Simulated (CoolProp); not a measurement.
Vapour-liquid equilibrium of cyclopropane (1) + R134a (2) at 306.9 K; x and y are mole fractions of (1).

Values from CoolProp's multi-fluid Helmholtz-energy mixture model, Polt 1992 and Tillner-Roth 1994; pair parameters Bell 2016. This equation is an older, rougher fit; its heat capacities, sound speeds and derivatives of the liquid may be far off and weren't checked against measurements.

Q: Give the bubble pressure and the first vapour's composition at x = 0.05, 0.35, 0.95. Is there an azeotrope?

A: x = 0.05: 926.8 kPa, y = 0.106; x = 0.35: 1154 kPa, y = 0.435; x = 0.95: 990.9 kPa, y = 0.889. y crosses x between x = 0.5 and 0.65: the model has an azeotrope there.

The pair parameters rest on a limited set of measurements; away from them the model extrapolates.
